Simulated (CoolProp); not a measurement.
Model: reference Helmholtz-energy equation of state, Thol 2015, in CoolProp.

Task: Give the vapour pressure (MPa), vapour density (kg/m³), liquid cp (kJ/(kg K)) of saturated 1,2-dichloroethane at 413.7, 467.6 K.

Result: 
```json
[
 {"T (K)": "413.7", "p (MPa)": "0.458", "vapour density (kg/m³)": "14.5", "liquid cp (kJ/(kg K))": "1.46"},
 {"T (K)": "467.6", "p (MPa)": "1.32", "vapour density (kg/m³)": "41.3", "liquid cp (kJ/(kg K))": "1.59"}
]
```
